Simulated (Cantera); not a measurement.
Standard-state values (1 bar) from the NASA 1993 polynomials, evaluated with Cantera. Values are per mole of reaction as written; species without (g) are pure solids or liquids, kept so even where they would boil at 1 bar. The tables' values for BOCl are old estimates.

8 Cl(g) + 2 BN + BOCl(g) ⇌ 3 BCl3(g) + N2O(g)

```json
[
 {"T (K)": "2298", "ΔH° (kJ)": "?", "ΔS° (J/K)": "?", "ΔG° (kJ)": "?", "log10 K": "?"},
 {"T (K)": "2398", "ΔH° (kJ)": "?", "ΔS° (J/K)": "?", "ΔG° (kJ)": "?", "log10 K": "?"},
 {"T (K)": "2498", "ΔH° (kJ)": "-1338.4", "ΔS° (J/K)": "-559.8", "ΔG° (kJ)": "60.0", "log10 K": "-1.25"},
 {"T (K)": "2598", "ΔH° (kJ)": "-1340.3", "ΔS° (J/K)": "-560.5", "ΔG° (kJ)": "116.0", "log10 K": "-2.33"},
 {"T (K)": "2698", "ΔH° (kJ)": "?", "ΔS° (J/K)": "?", "ΔG° (kJ)": "?", "log10 K": "?"}
]
```

Task: Some entries are withheld; supply them.

Result: 
- 2298, ΔH° (kJ): -1334.4
- 2298, ΔS° (J/K): -558.1
- 2298, ΔG° (kJ): -51.8
- 2298, log10 K: 1.18
- 2398, ΔH° (kJ): -1336.5
- 2398, ΔS° (J/K): -559.0
- 2398, ΔG° (kJ): 4.0
- 2398, log10 K: -0.09
- 2698, ΔH° (kJ): -1342.2
- 2698, ΔS° (J/K): -561.2
- 2698, ΔG° (kJ): 172.1
- 2698, log10 K: -3.33
